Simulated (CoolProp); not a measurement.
Vapour-liquid equilibrium of n-heptane (1) + m-xylene (2) at 124.35 °C; x and y are mole fractions of (1).

Computed with CoolProp (multi-fluid Helmholtz-energy mixture model, Span 2003 and Zhou 2012; pair parameters Bell 2016).

| x | bubble pressure (MPa) | y at the bubble point | dew pressure at overall composition x (MPa) | liquid density (mol/L) |
|---|---|---|---|---|
| 0.05 | 0.07663 | 0.163 | 0.06978 | 7.173 |
| 0.15 | 0.09386 | 0.379 | 0.07577 | 7.022 |
| 0.25 | 0.1093 | 0.520 | 0.08280 | 6.874 |
| 0.35 | 0.1234 | 0.622 | 0.09114 | 6.730 |
| 0.45 | 0.1366 | 0.703 | 0.1011 | 6.589 |
| 0.55 | 0.1493 | 0.770 | 0.1132 | 6.452 |
| 0.65 | 0.1617 | 0.829 | 0.1277 | 6.319 |
| 0.75 | 0.1740 | 0.882 | 0.1454 | 6.188 |
| 0.85 | 0.1863 | 0.931 | 0.1665 | 6.060 |
| 0.95 | 0.1988 | 0.978 | 0.1912 | 5.936 |

No azeotrope shows between x = 0.05 and 0.95.

Pair parameters are fitted to limited data, so mixtures are less certain than the pure fluids.
